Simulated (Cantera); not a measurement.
Charge: 1 mol SiC, 0.012 mol CO2, 1.8 mol H2, held at 1652 °C and 1.50 bar.

Equilibrium computed with Cantera from the NASA thermochemical tables; the gas is ideal and each condensed phase is pure. Gases not in the tables: Si2H6 and higher silanes. Rates play no part.

```json
[
 {"species": "H2", "before": "0.986", "after": "0.991"},
 {"species": "CO", "before": "0.00980", "after": "0.00804"},
 {"species": "CH4", "before": "0.000115", "after": "0.00121"},
 {"species": "SiO", "before": "0.00334", "after": "0.000119"},
 {"species": "SiH2", "before": "1.83e-5", "after": "5.90e-8"},
 {"species": "H", "before": "0.000775", "after": "2.51e-5"},
 {"species": "C2H2 (acetylene)", "before": "1.03e-5", "after": "2.50e-6"},
 {"species": "H2O", "before": "1.53e-5", "after": "3.66e-5"},
 {"species": "SiC(s), mol", "before": "0.994", "after": "0.995"},
 {"species": "SiO2(β-quartz), mol", "before": "0", "after": "0.00457"}
]
```
Gas species are given as mole fractions.

### Question
Name the change that produced these shifts.
(A) temperature from 1652 °C to 1127 °C
(B) temperature from 1652 °C to 1275 °C
(C) CO2 from 0.012 to 0.22 mol
(D) temperature from 1652 °C to 1177 °C

### Answer
B, temperature from 1652 °C to 1275 °C. Mutual solubility and eutectic melting of coexisting phases are not modelled. The tables hold silica as quartz up to 1696 K and as liquid above; real silica turns to tridymite and cristobalite and melts near 1996 K
